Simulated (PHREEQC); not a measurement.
1 kg of water meets 20 L of dry gas (N2 1 by moles) at fixed total pressure, at 100 °C; fugacities by Peng-Robinson. The gases take part in no redox reaction, some water evaporates into the gas, and hydrates or a liquid gas phase aren't modelled. Nothing may precipitate in this run.

All values are PHREEQC results (ion-association model, phreeqc.dat), not measurements.

| P (atm) | dissolved N2 (mol/kgw) | φ of N2 |
|---|---|---|
| 2 | 0.000458 | 1.004 |
| 5 | 0.00182 | 1.002 |
| 10 | 0.00408 | 1.001 |
| 20 | 0.00854 | 1.002 |
| 30 | 0.0129 | 1.002 |
| 40 | 0.0172 | 1.004 |
| 50 | 0.0215 | 1.005 |
| 75 | 0.0318 | 1.008 |
| 100 | 0.0417 | … |
| 150 | 0.0606 | 1.025 |
| 200 | … | … |
| 300 | 0.111 | … |
| 400 | 0.141 | 1.128 |

Question: Fill in the missing entries.

Answer: 
- 100, φ of N2: 1.013
- 200, dissolved N2 (mol/kgw): 0.0783
- 200, φ of N2: 1.040
- 300, φ of N2: 1.079

Constants without temperature data keep their 25 °C values here.
